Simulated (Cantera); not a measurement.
**Ignition delay**

Mixture: CO : H₂ : CH₄ : O₂ : N₂ = 1 : 0.031 : 0.039 : 0.631 : 2.37 (molar parts), equivalence ratio 0.94, at 760 Torr, adiabatic and at constant pressure. Ignition delay is the time to a rise of 400 K.

Computed with Cantera and GRI-Mech 3.0 (53 species, 325 reactions). Where the delays flatten at high temperature, the 400 K rule measures the pace of heat release, not the induction time.

```
T0 (K)  delay (ms)
------  ----------
1300         0.162
1350         0.137
1400         0.119
1450         0.106
1500        0.0969
1550        0.0901
1600        0.0854
1650        0.0822
```
